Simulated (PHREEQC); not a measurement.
## Polishing slurry liquid: an equilibrium model

Solution (25 °C): 0.0051 mol HNO3 and 2.6e-06 mol H4SiO4 per kg of water. It is in equilibrium with CO2 at log p = -1 (atm). Otherwise closed; pH follows from the charge balance.

Equilibrium calculation in PHREEQC: ion-association model, phreeqc.dat.

This is a speciation only: nothing precipitates in the calculation.

Question: What pH does the model give?

Answer: pH 2.32.
